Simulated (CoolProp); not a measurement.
Computed with CoolProp (reference Helmholtz-energy equation of state, Smukala 2000).

Task: Give the vapour pressure (MPa), liquid density (kg/m³), enthalpy of vaporisation (kJ/kg) of saturated ethylene at 137 K.

Result: 
```json
[
 {"T (K)": "137", "p (MPa)": "0.00897", "liquid density (kg/m³)": "612", "enthalpy of vaporisation (kJ/kg)": "526"}
]
```
